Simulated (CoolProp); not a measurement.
Model: reference Helmholtz-energy equation of state, Platzer 1990, in CoolProp. This equation is an older, rougher fit; its heat capacities, sound speeds and derivatives of the liquid may be far off and weren't checked against measurements.

Q: Give the vapour pressure (MPa), liquid density (kg/m³), vapour density (kg/m³), enthalpy of vaporisation (kJ/kg) of saturated CF4 (R14) at -102.35, -86.85 °C.

A: 
| T (°C) | p (MPa) | liquid density (kg/m³) | vapour density (kg/m³) | enthalpy of vaporisation (kJ/kg) |
|---|---|---|---|---|
| -102.35 | 0.458 | 1460 | 31.8 | 118 |
| -86.85 | 0.919 | 1350 | 63.7 | 105 |
